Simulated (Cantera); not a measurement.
What does this Cantera script print?

```python
import numpy as np
import cantera as ct

gas_names = """
    H HO2 H2 H2O H2O2 O OH O2 O3 Si SiH SiH2 SiH3 SiH4 SiO SiO2 Si2 Si3
""".split()
cond_names = """
    H2O(s) H2O(L) Si(cr) Si(L) SiO2(Lqz) SiO2(hqz) SiO2(L)
""".split()


# ... load() reads the species with a 1 bar reference pressure and builds the phases ...
atoms = {
    'SiO2': {'Si': 1, 'O': 2},
    'H2': {'H': 2},
    'H2O': {'H': 2, 'O': 1},
}
top_T = {}  # K; cautious upper limits of use, not melting points


# ... equilibrate(T, P, feed) seeds the gas with the atoms and calls Mixture.equilibrate('TP', solver="vcs", rtol=1e-11, max_steps=5000) ...
results = []
feed = {'SiO2': 1, 'H2': 0.84, 'H2O': 1.9}  # mol
T = 1350  # K
P = 133.322  # Pa
mix = equilibrate(T, P, feed)
results.append((T, P, feed, dict(zip(mix.species_names, mix.species_moles))))
print(gas.report(threshold=1e-05))
for i in range(1, mix.n_phases):
    print(f"{mix.phase(i).name:16s} {mix.phase_moles(i):12.5e} mol")
```

Result:

```
       temperature   1350 K
          pressure   133.32 Pa
           density   0.00015572 kg/m^3
  mean mol. weight   13.11 kg/kmol
   phase of matter   gas

                          1 kg             1 kmol
                     ---------------   ---------------
          enthalpy       -9.8706e+06        -1.294e+08  J
   internal energy       -1.0727e+07       -1.4063e+08  J
           entropy             21694        2.8441e+05  J/K
    Gibbs function       -3.9158e+07       -5.1336e+08  J
 heat capacity c_p            3160.5             41434  J/K
 heat capacity c_v            2526.3             33119  J/K

                      mass frac. Y      mole frac. X     chem. pot. / RT
                     ---------------   ---------------   ---------------
                 H        2.7786e-06        3.6138e-05           -13.052
                H2           0.04714           0.30655           -26.104
               H2O           0.95286           0.69342           -54.416
     [  +15 minor]        1.7377e-06        1.3322e-06

Si(cr)            0.00000e+00 mol
SiO2(hqz)         1.00000e+00 mol
```

Method: chemical equilibrium by Gibbs-energy minimisation in Cantera with the NASA 1993 tables (ideal gas, pure condensed phases). The tables hold silica as quartz up to 1696 K and as liquid above; real silica turns to tridymite and cristobalite and melts near 1996 K.
